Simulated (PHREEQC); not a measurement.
1 kg of water holding 0.00093 mol/kgw CaSO4 and 0.031 mol/kgw MgBr2 is evaporated at 25 °C; the solids stay in contact with the brine. The system is closed to CO2. Solids allowed: Brucite, Epsomite, Gypsum, Anhydrite, Hexahydrite, Kieserite, Portlandite. Others were left out.

The numbers come from PHREEQC with the Pitzer model, pitzer.dat.

Question: Predict water activity, Ca in solution (mol/kgw) at water left (kg) = 1, 0.2082, 0.01627.

Answer: 
| water left (kg) | water activity | Ca in solution (mol/kgw) |
|---|---|---|
| 1 | 0.999 | 0.000930 |
| 0.2082 | 0.993 | 0.00447 |
| 0.01627 | 0.839 | 0.0511 |
